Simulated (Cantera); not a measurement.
Input (Python, Cantera) and output of one run.

```python
import numpy as np
import cantera as ct

gas_names = """
    H HNO HNO2 HNO3 HO2 H2 H2O H2O2 N NH NH2 NH3 NH2OH NO NO2 NO3 N2 N2H2 N2H4 N2O O OH O2 O3 Pb PbO Pb2
""".split()
cond_names = """
    H2O(s) H2O(L) Pb(cr) Pb(L) PbO(rd) PbO(yw) PbO(L) PbO2(s) Pb3O4(s)
""".split()


# ... load() reads the species with a 1 bar reference pressure and builds the phases ...
atoms = {
    'PbO': {'Pb': 1, 'O': 1},
    'H2': {'H': 2},
    'N2': {'N': 2},
}
top_T = {'Pb3O4(s)': 820}  # K; cautious upper limits of use, not melting points


# ... equilibrate(T, P, feed) seeds the gas with the atoms and calls Mixture.equilibrate('TP', solver="vcs", rtol=1e-11, max_steps=5000) ...
results = []
feed = {'PbO': 1, 'H2': 0.076, 'N2': 28}  # mol
P = 101325  # Pa
for T in [925, 950, 975, 1000, 1025, 1050, 1075, 1100, 1125, 1150, 1175]:
    mix = equilibrate(T, P, feed)
    results.append((T, P, feed, dict(zip(mix.species_names, mix.species_moles))))

top = {s: max(r[3][s] / sum(r[3][g] for g in gas_names) for r in results) for s in gas_names}
cols = sorted((s for s in top if top[s] > 0.0001), key=lambda s: -top[s])[:8]
seen = [c for c in cond_names if any(r[3].get(c, 0) > 1e-12 for r in results)]
print("log10 of partial pressures in bar; condensed amounts in mol")
print(f"{'T/K':>10s}" + "".join(f"{s[:9]:>10s}" for s in cols + seen))
for T, P, feed, n in results:
    ng = sum(n[g] for g in gas_names)
    print(f"{T:10.4g}" + "".join(f"{np.log10(max(n[s] / ng * P / 1e5, 1e-99)):10.3f}" for s in cols)
          + "".join(f"{n.get(c, 0):10.4g}" for c in seen))
```

Output:

```
log10 of partial pressures in bar; condensed amounts in mol
       T/K        N2       H2O        Pb     Pb(L)   PbO(yw)    PbO(L)
       925     0.005    -2.562    -5.573   0.07592     0.924         0
       950     0.005    -2.562    -5.298   0.07585     0.924         0
       975     0.005    -2.562    -5.038   0.07574     0.924         0
      1000     0.005    -2.562    -4.791   0.07554     0.924         0
      1025     0.005    -2.562    -4.556   0.07522     0.924         0
      1050     0.005    -2.562    -4.332    0.0747     0.924         0
      1075     0.005    -2.562    -4.120   0.07388    0.9239         0
      1100     0.004    -2.562    -3.917   0.07263    0.9238         0
      1125     0.004    -2.562    -3.723   0.07074    0.9237         0
      1150     0.004    -2.562    -3.538   0.06795    0.9234         0
      1175     0.004    -2.562    -3.361   0.06391         0    0.9229
```

Equilibrium computed with Cantera from the NASA thermochemical tables; the gas is ideal and each condensed phase is pure. Each liquid is taken as pure. Mutual solubility and eutectic melting of coexisting phases are not modelled.
